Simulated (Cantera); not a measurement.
Reactions in the system C-O-Ta

Source: NASA polynomial tables (part measured, part estimated), evaluated in Cantera. Values are per mole of reaction as written; species without (g) are pure solids or liquids, kept so even where they would boil at 1 bar. TaC: taken at fixed stoichiometry.

3 Ta + 2 CO(g) = 2 TaC + TaO₂(g)

```tsv
T (K)	ΔH° (kJ)	ΔS° (J/K)	ΔG° (kJ)	log10 K
723	-268.4	-157.0	-154.8	11.19
773	-268.0	-156.6	-147.0	9.93
823	-267.7	-156.2	-139.2	8.83
873	-267.4	-155.8	-131.4	7.86
923	-267.1	-155.4	-123.6	7.00
973	-266.7	-155.0	-115.8	6.22
1023	-266.3	-154.7	-108.1	5.52
1073	-265.9	-154.3	-100.4	4.89
```
